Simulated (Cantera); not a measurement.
Input (Python, Cantera) and output of one run.

```python
import numpy as np
import cantera as ct

gas_names = """
    O
""".split()
cond_names = """
    Ta(cr) Ta(L) Ta2O5(s) Ta2O5(L)
""".split()


# ... load() reads the species with a 1 bar reference pressure and builds the phases ...
species = {s.name: s for s in load("nasa_gas.yaml", gas_names) + load("nasa_condensed.yaml", cond_names)}
# Each term lists the table entries of one substance; the one whose range holds T is used.
reactions = {
    '2 Ta + 5 O(g) = Ta2O5':
        [(-2, ['Ta(cr)', 'Ta(L)']), (-5, ['O']), (1, ['Ta2O5(s)', 'Ta2O5(L)'])],
}


def pick(names, T):
    return next(species[n] for n in names if species[n].thermo.min_temp <= T <= species[n].thermo.max_temp)


results = []
for label, terms in reactions.items():
    print(label)
    print("     T/K   dH/kJ  dS/(J/K)   dG/kJ   log10 K")
    for T in [750, 825, 900, 975, 1050, 1125, 1200, 1275, 1350, 1425]:
        used = [(nu, pick(names, T)) for nu, names in terms]
        dH = sum(nu * s.thermo.h(T) for nu, s in used) / 1e6
        dS = sum(nu * s.thermo.s(T) for nu, s in used) / 1e3
        dG = dH - T * dS / 1e3
        logK = -dG * 1e6 / (ct.gas_constant * T * np.log(10))
        results.append((label, T, dH, dS, dG, logK, [s.name for _, s in used]))
        print(f"{T:8g} {dH:8.1f} {dS:8.1f} {dG:8.1f} {logK:8.2f}")
```

Result:

```
2 Ta + 5 O(g) = Ta2O5
     T/K   dH/kJ  dS/(J/K)   dG/kJ   log10 K
     750  -3292.8   -749.6  -2730.6   190.17
     825  -3291.7   -748.2  -2674.4   169.32
     900  -3290.3   -746.7  -2618.3   151.96
     975  -3288.8   -745.1  -2562.4   137.27
    1050  -3287.1   -743.4  -2506.6   124.69
    1125  -3285.4   -741.8  -2450.9   113.79
    1200  -3283.5   -740.1  -2395.3   104.26
    1275  -3281.5   -738.5  -2339.9    95.86
    1350  -3279.5   -737.0  -2284.5    88.39
    1425  -3277.4   -735.5  -2229.3    81.72
```

Source: NASA polynomial tables (part measured, part estimated), evaluated in Cantera. Condensed species are held in their standard states even where they would react or evaporate.
